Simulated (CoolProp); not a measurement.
A simple Rankine cycle with carbonyl sulfide: condensing at 291.15 K, boiler at 3.29 MPa, turbine inlet 491.6 K, turbine efficiency 0.75, pump efficiency 0.6, no recuperator. Each further row changes one setting.

Computed with CoolProp (reference Helmholtz-energy equation of state, Lemmon 2006). It is a short technical equation, of lower accuracy than the large ones.

```tsv
case	thermal efficiency (%)	net work (kJ/kg)	heat in (kJ/kg)	turbine exit temperature (K)	volume ratio over the turbine
as stated	11.1	44.6	401	417.7	2.70
turbine inlet 511.6 K	11.3	47.1	418	436.4	2.70
condensing temperature 283.15 K	12.8	52.6	411	405.4	3.27
boiler pressure 2.3 MPa	8.0	32.6	408	441.4	1.96
turbine efficiency 0.65	9.5	38.2	401	425.6	2.76
```
